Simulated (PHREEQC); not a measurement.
A made-up water analysis in mg/L, 25 °C, pH 1.91, pe 9.7:

| constituent | mg/L |
|---|---|
| Na | 69.7 |
| K | 149 |
| Ca | 46.8 |
| Mg | 38.1 |
| Cl | 125 |
| S(6) as SO4 | 1590 |
| Cu(2) | 3.1 |

Valence states are taken as typed.

Computed with PHREEQC (ion-association model, wateq4f.dat).

Each row changes one thing in this solution. No solid was allowed to form.

```
case                                             ionic strength (mol/kgw)  SO4-2 (mol/kgw)  HSO4- (mol/kgw)  K+ (mol/kgw)  Mg+2 (mol/kgw)  Ca+2 (mol/kgw)  SI of Gypsum (CaSO4:2H2O)  SI of Halite (NaCl)
-----------------------------------------------  ------------------------  ---------------  ---------------  ------------  --------------  --------------  -------------------------  -------------------
as made                                                            0.0372          0.00901          0.00644       0.00370         0.00102        0.000783                      -1.16                -6.72
all concentrations times 4 at the same typed pH                     0.126           0.0382                …             …         0.00293         0.00232                      -0.37                -5.61
Cl from 125 to 250 mg/L                                                 …          0.00906                …       0.00370         0.00102        0.000788                      -1.17                    …
```

What belongs in the gaps?


- all concentrations times 4 at the same typed pH, HSO4- (mol/kgw): 0.0207
- all concentrations times 4 at the same typed pH, K+ (mol/kgw): 0.0141
- Cl from 125 to 250 mg/L, ionic strength (mol/kgw): 0.0391
- Cl from 125 to 250 mg/L, HSO4- (mol/kgw): 0.00641
- Cl from 125 to 250 mg/L, SI of Halite (NaCl): -6.42
